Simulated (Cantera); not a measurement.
**Equilibrium for abatement and gas-phase synthesis: H2O + H2 + N2**

Charge: 1 mol H2O, 0.79 mol H2, 20 mol N2, held at 7.50 Torr.

Method: chemical equilibrium by Gibbs-energy minimisation in Cantera with the NASA 1993 tables (ideal gas, pure condensed phases). Candidate condensed phases: H2O; 24 gas species. Kinetics and transport are ignored.

| T (K) | x N2 | x H | x H2O | x H2 | x O |
|---|---|---|---|---|---|
| 925 | 0.918 | 4.96e-10 | 0.0459 | 0.0363 | <1e-12 |
| 1125 | 0.918 | 8.46e-8 | 0.0459 | 0.0363 | <1e-12 |
| 1325 | 0.918 | 3.11e-6 | 0.0459 | 0.0363 | 4.68e-12 |
| 1525 | 0.918 | 4.50e-5 | 0.0459 | 0.0362 | 1.89e-9 |
| 1725 | 0.918 | 0.000353 | 0.0459 | 0.0361 | 1.92e-7 |
| 1925 | 0.917 | 0.00180 | 0.0456 | 0.0355 | 7.58e-6 |
| 2125 | 0.914 | 0.00668 | 0.0441 | 0.0338 | 0.000151 |
| 2325 | 0.904 | 0.0197 | 0.0372 | 0.0320 | 0.00159 |
| 2525 | 0.880 | 0.0483 | 0.0214 | 0.0297 | 0.00792 |
| 2725 | 0.849 | 0.0902 | 0.00646 | 0.0209 | 0.0200 |
| 2925 | 0.827 | 0.123 | 0.000991 | 0.00973 | 0.0306 |
| 3125 | 0.818 | 0.138 | 0.000113 | 0.00363 | 0.0358 |
x: gas mole fraction; nothing condenses.

From 925 K to 3125 K nothing is condensed.
